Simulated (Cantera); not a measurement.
Cantera run, input and output.

```python
import numpy as np
import cantera as ct

gas = ct.Solution("gri30.yaml")
gas.TPX = 1950, 13332, {'NO': 1, 'N2': 0.4}
inlet = ct.Reservoir(gas, clone=True)

reactor = ct.IdealGasConstPressureReactor(gas, energy="off", clone=False)
exhaust = ct.Reservoir(gas, clone=True)
tau = [1.4, 0.54, 0.21, 0.083, 0.033, 0.013, 0.0051, 0.002, 0.0008, 0.00031, 0.00012][0]
for a, b in ((inlet, reactor), (reactor, exhaust)):
    ct.MassFlowController(a, b, mdot=lambda t: reactor.mass / tau)
net = ct.ReactorNet([reactor])
show = ['NO', 'O2', 'NO2', 'N2', 'N2O']

rows = []
print(f"{'tau/s':>10s}{'T/K':>9s}" + "".join(f"{s:>11s}" for s in show))
for tau in [1.4, 0.54, 0.21, 0.083, 0.033, 0.013, 0.0051, 0.002, 0.0008, 0.00031, 0.00012]:
    net.initial_time = 0.0
    net.advance(30 * tau)
    before = gas.X
    net.advance(40 * tau)
    drift = np.max(np.abs(gas.X - before) / (gas.X + 1e-9))
    rows.append([gas.T, *gas[show].X, drift])
    print(f"{tau:10.3e}{gas.T:9.1f}" + "".join(f"{x:11.3e}" for x in gas[show].X))
```

Output:

```
     tau/s      T/K         NO         O2        NO2         N2        N2O
 1.400e+00   1950.0  5.415e-01  8.589e-02  2.381e-04  3.719e-01  1.093e-04
 5.400e-01   1950.0  6.392e-01  3.715e-02  1.924e-04  3.230e-01  1.596e-04
 2.100e-01   1950.0  6.845e-01  1.458e-02  1.451e-04  3.004e-01  1.874e-04
 8.300e-02   1950.0  7.026e-01  5.580e-03  1.158e-04  2.914e-01  1.958e-04
 3.300e-02   1950.0  7.097e-01  2.066e-03  9.893e-05  2.878e-01  1.889e-04
 1.300e-02   1950.0  7.125e-01  6.919e-04  8.515e-05  2.865e-01  1.649e-04
 5.100e-03   1950.0  7.136e-01  1.867e-04  6.609e-05  2.859e-01  1.224e-04
 2.000e-03   1950.0  7.140e-01  3.363e-05  3.829e-05  2.858e-01  7.325e-05
 8.000e-04   1950.0  7.142e-01  4.358e-06  1.435e-05  2.857e-01  3.658e-05
 3.100e-04   1950.0  7.142e-01  5.569e-07  3.617e-06  2.857e-01  1.573e-05
 1.200e-04   1950.0  7.143e-01  8.283e-08  7.237e-07  2.857e-01  6.355e-06
```

Computed with Cantera and GRI-Mech 3.0 (53 species, 325 reactions).
